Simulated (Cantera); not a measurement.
Mixture: C3H8 : O2 : N2 : H2O = 1 : 5.05 : 19 : 0.79 (molar parts), equivalence ratio 0.99, at 1.01 bar, adiabatic and at constant pressure. Ignition delay is the time to a rise of 400 K.

Model: GRI-Mech 3.0 (53 species, 325 reactions), integrated in Cantera. GRI-Mech 3.0 was tuned for natural gas; its chemistry of propane as a main component is partial and can be far from experiment.

Predict: delay at 1125 K; delay at 1225 K; delay at 1325 K; delay at 1425 K; delay at 1525 K; apparent activation energy between 1425 and 1525 K.


- delay at 1125 K = 32.6 ms
- delay at 1225 K = 3.96 ms
- delay at 1325 K = 0.689 ms
- delay at 1425 K = 0.177 ms
- delay at 1525 K = 63.5 µs
- apparent activation energy between 1425 and 1525 K = 180 kJ/mol
